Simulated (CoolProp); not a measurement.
Properties of octamethylcyclotetrasiloxane (D4) along the isotherm 620 K.

Values from CoolProp's reference Helmholtz-energy equation of state, Thol 2015.

| p (bar) | phase | cp (kJ/(kg K)) | cv (kJ/(kg K)) | speed of sound (m/s) | expansivity (1/kK) | fugacity coefficient |
|---|---|---|---|---|---|---|
| 4.81 | gas | 2.075 | 2.022 | 118.6 | 2.482 | 0.9006 |
| 9.62 | gas | 2.148 | 2.038 | [?] | 4.254 | 0.8049 |
| 14.4 | supercritical | 2.350 | 2.060 | 81.33 | 8.981 | 0.7126 |
| 19.2 | supercritical | 3.016 | 2.089 | 64.09 | 22.92 | 0.6217 |
| 24.1 | supercritical | 2.786 | 2.084 | 88.19 | 13.94 | 0.5394 |
| 28.9 | supercritical | 2.555 | 2.075 | 121.2 | 8.059 | 0.4799 |
| 33.7 | supercritical | 2.459 | 2.069 | 148.2 | 5.831 | 0.4366 |
| 38.5 | supercritical | 2.407 | 2.065 | 170.8 | 4.692 | [?] |
| 43.3 | supercritical | 2.374 | 2.062 | 190.2 | [?] | 0.3791 |
| 48.1 | supercritical | 2.350 | 2.060 | 207.5 | 3.521 | 0.3595 |
| 52.9 | supercritical | 2.333 | 2.059 | [?] | 3.175 | 0.3440 |
| 57.7 | supercritical | [?] | 2.057 | 237.5 | [?] | 0.3315 |
| 62.5 | supercritical | 2.309 | 2.056 | 250.8 | 2.698 | 0.3214 |
| 67.4 | supercritical | 2.300 | 2.055 | 263.5 | 2.521 | 0.3131 |

Task: Fill in the missing entries.

Result: 
- 9.62, speed of sound (m/s): 101.7
- 38.5, fugacity coefficient: 0.4041
- 43.3, expansivity (1/kK): 3.995
- 52.9, speed of sound (m/s): 223.2
- 57.7, cp (kJ/(kg K)): 2.320
- 57.7, expansivity (1/kK): 2.909

The peak of cp marks the crossing from liquid-like to gas-like fluid above the critical point.
